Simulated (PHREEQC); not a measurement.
Solution (25 °C and 100 atm): 0.11 mol HF, 0.0033 mol NaF, 3.1e-07 mol H4SiO4 and 0.00092 mol H3PO4 per kg of water. Closed to the air; pH follows from the charge balance.

Model: ion-association model, phreeqc.dat, run in PHREEQC.

Each row changes one thing in this solution. No solid was allowed to form.

| case | pH | ionic strength (mol/kgw) | HF (mol/kgw) | F- (mol/kgw) | HF2- (mol/kgw) | H3PO4 (mol/kgw) |
|---|---|---|---|---|---|---|
| as made | 2.07 | 0.0127 | 0.0977 | 0.00905 | 0.00326 | 0.000475 |
| HF from 0.11 to 0.011 mol/kgw | 2.76 | (withheld) | 0.00973 | (withheld) | 0.000152 | 0.000169 |
| H4SiO4 left out | 2.07 | 0.0127 | 0.0977 | 0.00905 | 0.00326 | 0.000475 |
| HF from 0.11 to 0.055 mol/kgw | (withheld) | 0.00903 | 0.0485 | 0.00719 | 0.00128 | 0.000367 |
| temperature from 25 to 35 °C | 2.10 | 0.0119 | 0.0986 | 0.00829 | 0.00321 | 0.000481 |

### Question
Fill in the missing entries.

### Answer

- HF from 0.11 to 0.011 mol/kgw, ionic strength (mol/kgw): 0.00516
- HF from 0.11 to 0.011 mol/kgw, F- (mol/kgw): 0.00426
- HF from 0.11 to 0.055 mol/kgw, pH: 2.28

Species that the database lacks are ignored. Under pressure, the constants of complexes without a molar volume in the database are unreliable. SiF6-2 is the database's only silicon fluoride.
